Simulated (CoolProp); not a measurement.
Properties of ethylene along the isobar 3.39 MPa (Tc = 282.4 K, pc = 5.042 MPa, ω = 0.087).

Values from CoolProp's reference Helmholtz-energy equation of state, Smukala 2000.

```tsv
T (K)	phase	Z	cp (kJ/(kg K))	cv (kJ/(kg K))	Joule-Thomson coefficient (K/MPa)	isothermal compressibility (1/MPa)	fugacity coefficient
203.7	liquid	0.1080	2.507	1.321	-0.2847	0.003150	0.1546
213	liquid	0.1064	2.569	1.319	-0.2166	0.003849	…
222.4	liquid	0.1054	2.654	1.321	-0.1262	…	0.2821
231.7	liquid	0.1050	2.771	1.328	-0.005394	0.006270	0.3627
241	liquid	0.1054	2.941	1.341	…	0.008559	0.4539
250.4	liquid	0.1070	3.218	1.362	0.4307	…	0.5555
259.7	liquid	0.1106	3.759	1.398	0.8999	0.02256	0.6632
269.1	gas	0.6344	3.385	1.427	15.68	0.5878	0.7405
278.4	gas	0.6963	2.641	1.366	13.89	0.4779	…
```

### Question
Some entries are withheld; supply them.

### Answer

- 213, fugacity coefficient: 0.2122
- 222.4, isothermal compressibility (1/MPa): 0.004834
- 241, Joule-Thomson coefficient (K/MPa): 0.1655
- 250.4, isothermal compressibility (1/MPa): 0.01277
- 278.4, fugacity coefficient: 0.7683
